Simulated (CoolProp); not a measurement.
Computed with CoolProp (reference Helmholtz-energy equation of state, Thol 2017).

Give the vapour pressure (MPa), liquid density (kg/m³), vapour density (kg/m³), enthalpy of vaporisation (kJ/kg) of saturated octamethyltrisiloxane (MDM) at 291.9, 305.8, 333.8 K.


| T (K) | p (MPa) | liquid density (kg/m³) | vapour density (kg/m³) | enthalpy of vaporisation (kJ/kg) |
|---|---|---|---|---|
| 291.9 | 0.000328 | 821 | 0.0320 | 207 |
| 305.8 | 0.000811 | 808 | 0.0756 | 201 |
| 333.8 | 0.00377 | 779 | 0.323 | 190 |
